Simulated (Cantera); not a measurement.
A freely propagating, adiabatic, planar premixed flame of 47.6 % H2, 9.52 % O2, 42.9 % N2, unburnt at 575 K and 1.00 bar; mixture-averaged transport, grid criteria slope 0.08 and curve 0.16, no radiation.

Cantera simulation using the H2/O2 subset of GRI-Mech 3.0, which has no nitrogen chemistry; the numbers are that mechanism's predictions, not measurements. Burning velocities carry a grid error of a few per cent, more on coarse grids.

Task: Predict: laminar burning velocity; thermal thickness; peak x(O); peak x(H); peak x(OH); peak x(HO2).

Result: 
```
Quantity                     Value
------------------------  --------
laminar burning velocity  691 cm/s
thermal thickness         0.471 mm
peak x(O)                  0.00217
peak x(H)                   0.0722
peak x(OH)                 0.00189
peak x(HO2)               0.000231
```
